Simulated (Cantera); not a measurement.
Cantera run, input and output.

```python
import numpy as np
import cantera as ct

gas = ct.Solution("gri30.yaml")
gas.TPX = 650, 101325, {'CH4': 1, 'O2': 1.43, 'N2': 5.37}
inlet = ct.Reservoir(gas, clone=True)
gas.equilibrate("HP")  # start burning
reactor = ct.IdealGasConstPressureReactor(gas, energy="on", clone=False)
exhaust = ct.Reservoir(gas, clone=True)
tau = [0.43, 0.13, 0.037, 0.011, 0.0032, 0.00094, 0.00028, 8.1e-05, 2.4e-05][0]
for a, b in ((inlet, reactor), (reactor, exhaust)):
    ct.MassFlowController(a, b, mdot=lambda t: reactor.mass / tau)
net = ct.ReactorNet([reactor])
show = ['CH4', 'O2', 'C2H4', 'CH3', 'HCN', 'OH']

rows = []
print(f"{'tau/s':>10s}{'T/K':>9s}" + "".join(f"{s:>11s}" for s in show))
for tau in [0.43, 0.13, 0.037, 0.011, 0.0032, 0.00094, 0.00028, 8.1e-05, 2.4e-05]:
    net.initial_time = 0.0
    net.advance(30 * tau)
    before = gas.X
    net.advance(40 * tau)
    drift = np.max(np.abs(gas.X - before) / (gas.X + 1e-9))
    rows.append([gas.T, *gas[show].X, drift])
    print(f"{tau:10.3e}{gas.T:9.1f}" + "".join(f"{x:11.3e}" for x in gas[show].X))
```

Result:

```
     tau/s      T/K        CH4         O2       C2H4        CH3        HCN         OH
 4.300e-01   2223.1  9.189e-06  3.469e-05  1.086e-09  4.689e-06  1.730e-06  8.158e-04
 1.300e-01   2218.6  2.009e-05  6.603e-05  6.247e-09  1.173e-05  5.110e-06  9.817e-04
 3.700e-02   2210.3  3.842e-05  1.458e-04  2.858e-08  2.682e-05  1.321e-05  1.296e-03
 1.100e-02   2197.6  6.916e-05  3.242e-04  1.066e-07  5.598e-05  2.858e-05  1.744e-03
 3.200e-03   2180.0  1.418e-04  7.476e-04  4.500e-07  1.241e-04  5.895e-05  2.256e-03
 9.400e-04   2157.1  3.546e-04  1.840e-03  2.519e-06  3.098e-04  1.175e-04  2.627e-03
 2.800e-04   2114.9  1.094e-03  5.231e-03  1.923e-05  8.651e-04  1.752e-04  2.642e-03
 8.100e-05    650.0  1.282e-01  1.833e-01 -1.314e-17  3.109e-16 -6.023e-19  5.293e-22
 2.400e-05    650.0  1.282e-01  1.833e-01 -7.541e-21  9.236e-17 -3.457e-22  1.507e-22
```

Computed with Cantera and GRI-Mech 3.0 (53 species, 325 reactions).
